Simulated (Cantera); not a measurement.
# Gas-phase reforming

An isothermal, constant-pressure homogeneous reactor starts with 69.9 % CH₄, 30.1 % CO₂, at 1775 K and 1.01 bar.

Model: GRI-Mech 3.0 (53 species, 325 reactions), integrated in Cantera. GRI-Mech 3.0 stops at C3 and has no aromatics, soot or wall deposition, so with more carbon than oxygen in the feed, carbon stays in small species such as C2H2 where larger ones or solid carbon would form.

```json
[
 {"t (s)": "4.00e-5", "x CH₄": "0.694", "x CO₂": "0.300", "x H₂O": "2.37e-5", "x CO": "3.18e-5", "x HCO": "7.65e-9", "x O": "6.57e-12"},
 {"t (s)": "9.47e-5", "x CH₄": "0.681", "x CO₂": "0.299", "x H₂O": "0.000102", "x CO": "0.000164", "x HCO": "4.72e-8", "x O": "1.48e-11"},
 {"t (s)": "0.000224", "x CH₄": "0.638", "x CO₂": "0.293", "x H₂O": "0.000566", "x CO": "0.000943", "x HCO": "1.23e-7", "x O": "4.42e-11"},
 {"t (s)": "0.000532", "x CH₄": "0.533", "x CO₂": "0.274", "x H₂O": "0.00307", "x CO": "0.00435", "x HCO": "1.13e-7", "x O": "8.37e-11"},
 {"t (s)": "0.00126", "x CH₄": "0.392", "x CO₂": "0.236", "x H₂O": "0.0120", "x CO": "0.0147", "x HCO": "6.64e-8", "x O": "1.02e-10"},
 {"t (s)": "0.00298", "x CH₄": "0.253", "x CO₂": "0.184", "x H₂O": "0.0365", "x CO": "0.0411", "x HCO": "3.88e-8", "x O": "1.33e-10"},
 {"t (s)": "0.00706", "x CH₄": "0.137", "x CO₂": "0.111", "x H₂O": "0.0851", "x CO": "0.0943", "x HCO": "2.54e-8", "x O": "1.97e-10"},
 {"t (s)": "0.0167", "x CH₄": "0.0621", "x CO₂": "0.0401", "x H₂O": "0.134", "x CO": "0.158", "x HCO": "2.42e-8", "x O": "2.77e-10"},
 {"t (s)": "0.0396", "x CH₄": "0.0316", "x CO₂": "0.0159", "x H₂O": "0.131", "x CO": "0.192", "x HCO": "2.74e-8", "x O": "2.88e-10"},
 {"t (s)": "0.0939", "x CH₄": "0.0232", "x CO₂": "0.0118", "x H₂O": "0.0956", "x CO": "0.221", "x HCO": "3.12e-8", "x O": "2.22e-10"},
 {"t (s)": "0.222", "x CH₄": "0.0180", "x CO₂": "0.00708", "x H₂O": "0.0539", "x CO": "0.257", "x HCO": "3.60e-8", "x O": "1.34e-10"},
 {"t (s)": "0.527", "x CH₄": "0.0132", "x CO₂": "0.00270", "x H₂O": "0.0197", "x CO": "0.287", "x HCO": "4.06e-8", "x O": "5.20e-11"},
 {"t (s)": "1.25", "x CH₄": "0.0104", "x CO₂": "0.000399", "x H₂O": "0.00285", "x CO": "0.302", "x HCO": "4.30e-8", "x O": "7.82e-12"},
 {"t (s)": "2.96", "x CH₄": "0.00983", "x CO₂": "5.89e-6", "x H₂O": "4.20e-5", "x CO": "0.304", "x HCO": "4.34e-8", "x O": "<1e-12"},
 {"t (s)": "7.00", "x CH₄": "0.00982", "x CO₂": "2.40e-7", "x H₂O": "1.73e-6", "x CO": "0.304", "x HCO": "4.35e-8", "x O": "<1e-12"}
]
```
x: mole fraction; the columns are a selection and need not sum to one.

Equilibrium at this temperature and pressure: CH₄ 0.00982, CO₂ 2.40e-7, H₂O 1.73e-6, CO 0.304, HCO 4.35e-8, O <1e-12 (gas phase only).
